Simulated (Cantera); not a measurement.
What does this Cantera script print?

```python
import numpy as np
import cantera as ct

gas = ct.Solution("gri30.yaml")
gas.TPX = 1098, 68000, {'N2O': 1}
reactor = ct.IdealGasConstPressureReactor(gas, energy="off", clone=False)
net = ct.ReactorNet([reactor])
net.rtol, net.atol = 1e-08, 1e-18
show = ['N2O', 'NO2', 'NO', 'O', 'N2']
times = np.geomspace(2e-05, 10, 14)

steps = ct.SolutionArray(gas, extra=["t"])
rows = []
print(f"{'t/s':>10s}{'T/K':>9s}{'P/Pa':>11s}" + "".join(f"{s:>11s}" for s in show))
for t in times:
    while net.time < t:
        t_next = net.step()
        steps.append(gas.state, t=t_next)
    rows.append([np.interp(t, steps.t, y) for y in (steps.T, steps.P, *steps(*show).X.T)])
    print(f"{t:10.3e}{rows[-1][0]:9.1f}{rows[-1][1]:11.4g}" + "".join(f"{x:11.3e}" for x in rows[-1][2:]))
rate = np.gradient(steps.T, steps.t)
print("integrator steps:", len(steps.t))
if steps.T.max() > steps.T[0] + 200:
    print(f"time of steepest temperature rise: {steps.t[rate.argmax()]:.4e} s")
gas.TPX = 1098, 68000, {'N2O': 1}
gas.equilibrate("TP")
print(f"equilibrium (TP): T = {gas.T:.1f} K  " + "  ".join(f"{s} {gas[s].X[0]:.3e}" for s in show))
```

Output:

```
       t/s      T/K       P/Pa        N2O        NO2         NO          O         N2
 2.000e-05   1098.0    6.8e+04  1.000e+00  1.504e-14  3.248e-08  2.432e-07  7.077e-07
 5.488e-05   1098.0    6.8e+04  1.000e+00  2.728e-13  1.384e-07  3.025e-07  2.282e-06
 1.506e-04   1098.0    6.8e+04  1.000e+00  2.891e-12  4.506e-07  3.065e-07  6.750e-06
 4.132e-04   1098.0    6.8e+04  1.000e+00  2.443e-11  1.309e-06  3.065e-07  1.902e-05
 1.134e-03   1098.0    6.8e+04  9.999e-01  1.921e-10  3.663e-06  3.065e-07  5.269e-05
 3.111e-03   1098.0    6.8e+04  9.998e-01  1.446e-09  1.012e-05  3.065e-07  1.451e-04
 8.537e-03   1098.0    6.8e+04  9.994e-01  1.073e-08  2.783e-05  3.065e-07  3.984e-04
 2.343e-02   1098.0    6.8e+04  9.983e-01  7.707e-08  7.633e-05  3.064e-07  1.093e-03
 6.428e-02   1098.0    6.8e+04  9.954e-01  5.102e-07  2.087e-04  3.062e-07  2.993e-03
 1.764e-01   1098.0    6.8e+04  9.873e-01  2.809e-06  5.677e-04  3.055e-07  8.165e-03
 4.840e-01   1098.0    6.8e+04  9.658e-01  1.134e-05  1.526e-03  3.032e-07  2.204e-02
 1.328e+00   1098.0    6.8e+04  9.102e-01  3.448e-05  3.982e-03  2.969e-07  5.789e-02
 3.644e+00   1098.0    6.8e+04  7.799e-01  8.783e-05  9.619e-03  2.803e-07  1.419e-01
 1.000e+01   1098.0    6.8e+04  5.357e-01  1.830e-04  1.958e-02  2.396e-07  2.997e-01
integrator steps: 704
equilibrium (TP): T = 1098.0 K  N2O 5.551e-09  NO2 2.912e-06  NO 9.726e-05  O 1.672e-09  N2 6.666e-01
```

Cantera simulation using GRI-Mech 3.0 (53 species, 325 reactions); the numbers are that mechanism's predictions, not measurements. GRI-Mech 3.0 was tuned for natural gas; its chemistry of N2O as a main component is partial and can be far from experiment. The mechanism lacks the step 2 NO + O2 → 2 NO2, which can matter for NO2 below about 1400 K. The temperature is held fixed by assumption; the heat of reaction is taken as removed at once.
